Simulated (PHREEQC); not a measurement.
PHREEQC input (ion-association model, phreeqc.dat):

```
SOLUTION_SPECIES
  SO4-2 + 9 H+ + 8 e- = HS- + 4 H2O  # shut off: sulfate is not reduced
    -log_k -100
    -delta_h 0
    -analytic -100
SOLUTION 0
  temp 40
  units mmol/kgw
  pH 7 charge
  Cl 74.89
  Na 0.88
  Mn(2) 37
  S(6) 2.6
  Mg 2.6
SOLUTION 1-40
  temp 40
  units mmol/kgw
  pH 7 charge
  S(6) 3.2
  Na 6.4
  Cl 0.01
END
EXCHANGE 1-40
  X 0.083
  -equilibrate 1
END
SELECTED_OUTPUT 1
  -reset false
  -pH true
  -pe true
  -ionic_strength true
  -water true
  -step true
  -totals Cl Mg Mn Na S Mn(2) Mn(3) S(-2) S(6)
  -molalities MgX2 NaX MnX2
  -saturation_indices Pyrochroite Halite
PRINT
  -reset false
TRANSPORT
  -cells 40
  -shifts 198
  -lengths 0.005
  -time_step 300
  -dispersivities 0.007
  -boundary_conditions flux flux
  -correct_disp true
  -punch_cells 40
  -punch_frequency 6
END
```

Selected output (columns that matter, 25 of 34 rows; pore volumes added in front):

```
pore volumes	pH	mu	Cl	Mg	Mn	Na	S	m_MgX2	m_NaX	m_MnX2	si_Pyrochroite	si_Halite
0	5.1499	0.0094611	1e-05	0	0	0.0064	0.0032	0	0.083	0	-1000	-8.87
0.1625	5.1499	0.0094611	1e-05	0	0	0.0064	0.0032	0	0.083	0	-1000	-8.87
0.4625	5.1498	0.0095957	0.00015064	0	0	0.0065384	0.0031989	0	0.083	0	-1000	-7.6833
0.6125	5.1482	0.012298	0.0029703	0	0	0.0093129	0.0031763	0	0.083	0	-1000	-6.2449
0.9125	5.139	0.039367	0.031038	0	0	0.03693	0.0029514	0	0.083	0	-1000	-4.6874
1.0625	5.1357	0.055841	0.048035	0	2.0569e-26	0.053655	0.0028152	0	0.083	8.2397e-25	-31.035	-4.3577
1.2125	5.1338	0.067835	0.060387	4.6974e-25	3.8678e-20	0.065809	0.0027162	1.8278e-23	0.083	1.029e-18	-24.788	-4.1828
1.5125	5.1323	0.078775	0.071641	2.6657e-15	1.667e-11	0.076883	0.002626	7.7164e-14	0.083	3.2405e-10	-16.175	-4.0515
1.6625	5.1321	0.08057	0.073486	3.8703e-11	5.7105e-08	0.078698	0.0026113	1.0716e-09	0.082998	1.0588e-06	-12.644	-4.0319
1.8125	5.1319	0.081441	0.074308	3.8304e-07	0.00012754	0.079252	0.0026047	9.4338e-06	0.07878	0.0021007	-9.2969	-4.0249
2.1125	5.1103	0.10185	0.074799	0.00065113	0.029104	0.020481	0.0026007	0.001263	0.0055823	0.037446	-6.9905	-4.6424
2.2625	5.1081	0.10618	0.074855	0.0010644	0.034297	0.0093236	0.0026003	0.0018022	0.0023686	0.038514	-6.9265	-4.9897
2.4125	5.1073	0.10807	0.074877	0.0013969	0.036344	0.0045863	0.0026001	0.0022421	0.0011334	0.038691	-6.9043	-5.3001
2.7125	5.1068	0.1093	0.074888	0.0018704	0.037361	0.0016147	0.0026	0.0028989	0.00039187	0.038405	-6.8942	-5.7547
2.8625	5.1067	0.10948	0.074889	0.0020367	0.037398	0.0012096	0.0026	0.003138	0.00029266	0.038216	-6.894	-5.8803
3.1625	5.1067	0.10962	0.07489	0.0022712	0.037295	0.00094683	0.0026	0.0034806	0.00022845	0.037905	-6.8954	-5.9867
3.3125	5.1067	0.10964	0.07489	0.0023514	0.037233	0.00091019	0.0026	0.0035988	0.00021946	0.037791	-6.8961	-6.0038
3.4625	5.1067	0.10966	0.07489	0.0024133	0.03718	0.00089367	0.0026	0.0036902	0.00021538	0.037702	-6.8968	-6.0117
3.7625	5.1067	0.10967	0.07489	0.0024966	0.037102	0.00088284	0.0026	0.0038133	0.00021264	0.03758	-6.8977	-6.017
3.9125	5.1067	0.10968	0.07489	0.0025237	0.037076	0.00088131	0.0026	0.0038533	0.00021224	0.037541	-6.898	-6.0177
4.2125	5.1067	0.10969	0.07489	0.002559	0.037041	0.00088029	0.0026	0.0039055	0.00021194	0.037489	-6.8984	-6.0182
4.3625	5.1067	0.10969	0.07489	0.0025701	0.03703	0.00088014	0.0026	0.0039219	0.00021189	0.037472	-6.8985	-6.0183
4.5125	5.1067	0.10969	0.07489	0.0025783	0.037022	0.00088007	0.0026	0.003934	0.00021186	0.03746	-6.8986	-6.0183
4.8125	5.1067	0.10969	0.07489	0.0025887	0.037011	0.00088002	0.0026	0.0039494	0.00021184	0.037445	-6.8988	-6.0183
4.9625	5.1067	0.10969	0.07489	0.0025918	0.037008	0.00088001	0.0026	0.003954	0.00021183	0.03744	-6.8988	-6.0184
```

Species that the database lacks are ignored. Constants without temperature data keep their 25 °C values here.
